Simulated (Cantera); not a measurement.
Input (Python, Cantera) and output of one run.

```python
import numpy as np
import cantera as ct

gas_names = """
    Cu CuO Cu2 H HNO HNO2 HNO3 HO2 H2 H2O H2O2 N NH NH2 NH3 NH2OH NO NO2 NO3 N2 N2H2 N2H4 N2O O OH O2 O3
""".split()
cond_names = """
    Cu(cr) Cu(L) CuO(s) CuO2H2(s) Cu2O(s) Cu2O(L) H2O(s) H2O(L)
""".split()


# ... load() reads the species with a 1 bar reference pressure and builds the phases ...
atoms = {
    'CuO': {'Cu': 1, 'O': 1},
    'H2': {'H': 2},
    'N2': {'N': 2},
}
top_T = {'CuO(s)': 1390}  # K; cautious upper limits of use, not melting points


# ... equilibrate(T, P, feed) seeds the gas with the atoms and calls Mixture.equilibrate('TP', solver="vcs", rtol=1e-11, max_steps=5000) ...
results = []
T = 1398  # K
P = 2100  # Pa
for m in [320, 440, 600, 820, 1100, 1500, 2100]:
    feed = {'CuO': 1, 'H2': m, 'N2': 2}  # mol
    mix = equilibrate(T, P, feed)
    results.append((T, P, feed, dict(zip(mix.species_names, mix.species_moles))))

top = {s: max(r[3][s] / sum(r[3][g] for g in gas_names) for r in results) for s in gas_names}
cols = sorted((s for s in top if top[s] > 0.0001), key=lambda s: -top[s])[:9]
seen = [c for c in cond_names if any(r[3].get(c, 0) > 1e-12 for r in results)]
print("log10 of partial pressures in bar; condensed amounts in mol")
print(f"{'n(H2)':>10s}" + "".join(f"{s[:9]:>10s}" for s in cols + seen))
for T, P, feed, n in results:
    ng = sum(n[g] for g in gas_names)
    print(f"{feed['H2']:10.4g}" + "".join(f"{np.log10(max(n[s] / ng * P / 1e5, 1e-99)):10.3f}" for s in cols)
          + "".join(f"{n.get(c, 0):10.4g}" for c in seen))
```

Output:

```
log10 of partial pressures in bar; condensed amounts in mol
     n(H2)        H2        N2       H2O     Cu(L)
       320    -1.682    -3.885    -4.186    0.9801
       440    -1.681    -4.022    -4.323    0.9727
       600    -1.680    -4.156    -4.457    0.9628
       820    -1.679    -4.292    -4.593    0.9492
      1100    -1.679    -4.419    -4.720    0.9319
      1500    -1.679    -4.553    -4.854    0.9072
      2100    -1.678    -4.699    -5.000    0.8701
```

These are equilibrium values from Cantera (NASA tables, ideal gas, pure condensed phases), not measurements of a reactor.
